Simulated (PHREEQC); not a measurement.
**Silver or lead bath (model solution)**

A solution holds 0.0022 mol Pb(NO3)2 and 9e-05 mol NaCl per kg of water, at 15 °C. Closed to the air; pH follows from the charge balance.

Equilibrium calculation in PHREEQC: ion-association model, wateq4f.dat.

Precipitation was switched off in this run.

Task: Predict the pH.

Result: pH 5.25.

Task: In which forms is N present?

Result: NO3- 98 %, PbNO3+ 2.2 % of the N.
